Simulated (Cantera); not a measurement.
A closed system holds: 1 mol Al₂O₃, 1200 mol H₂, 52 mol N₂, equilibrated at 75.0 Torr.

These are equilibrium values from Cantera (NASA tables, ideal gas, pure condensed phases), not measurements of a reactor. Candidate condensed phases: Al, AlN, Al₂O₃, H₂O; 35 gas species. Mutual solubility and eutectic melting of coexisting phases are not modelled. The tables' values for AlOH are old estimates; treat these amounts as uncertain. Condensed phases not in the tables: aluminium oxynitride. Rates play no part.

x: gas mole fraction; n: condensed amount in mol.

| T (K) | x H₂ | x N₂ | x H | x H₂O | x Al | x Al₂O | n AlN(s) | n Al₂O₃(s) |
|---|---|---|---|---|---|---|---|---|
| 1325 | 0.958 | 0.0415 | 5.06e-6 | 1.40e-6 | 1.12e-11 | <1e-12 | [?] | 0.999 |
| 1425 | 0.958 | 0.0415 | 2.11e-5 | 2.56e-6 | 6.51e-10 | 9.09e-12 | [?] | 0.999 |
| 1525 | 0.958 | 0.0415 | 7.32e-5 | 4.28e-6 | 2.22e-8 | 8.23e-10 | [?] | 0.998 |
| 1625 | 0.958 | 0.0415 | 0.000218 | 6.71e-6 | 4.86e-7 | 4.23e-8 | [?] | 0.997 |
| 1725 | 0.958 | 0.0415 | 0.000575 | 1.20e-5 | 5.61e-6 | 9.38e-7 | 0 | 0.994 |
| 1825 | 0.957 | 0.0415 | 0.00136 | 3.91e-5 | 1.80e-5 | 3.84e-6 | 0 | 0.981 |
| 1925 | 0.955 | 0.0415 | 0.00295 | 0.000113 | 5.07e-5 | 1.33e-5 | 0 | 0.945 |
| 2025 | 0.952 | 0.0414 | 0.00594 | 0.000294 | 0.000128 | 4.01e-5 | 0 | 0.853 |

Fill in the missing entries.


- 1325, n AlN(s): 0.00117
- 1425, n AlN(s): 0.00213
- 1525, n AlN(s): 0.00353
- 1625, n AlN(s): 0.00475
